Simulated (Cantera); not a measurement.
**Ignition delay**

Mixture: CO : H2 : O2 : N2 = 1 : 0.033 : 0.939 : 6.29 (molar parts), equivalence ratio 0.55, at 10.0 bar, adiabatic and at constant pressure. Ignition delay is the time to a rise of 400 K.

Detailed kinetics in Cantera: GRI-Mech 3.0 (53 species, 325 reactions). The hydrogen kinetics of GRI-Mech 3.0 are dated; newer H2 mechanisms differ, most at raised pressure. Where the delays flatten at high temperature, the 400 K rule measures the pace of heat release, not the induction time.

```csv
T0 (K),delay (ms)
1225,0.207
1325,0.0733
1425,0.0419
1525,0.0299
1625,0.0241
1725,0.0211
1825,0.0197
1925,0.0193
```
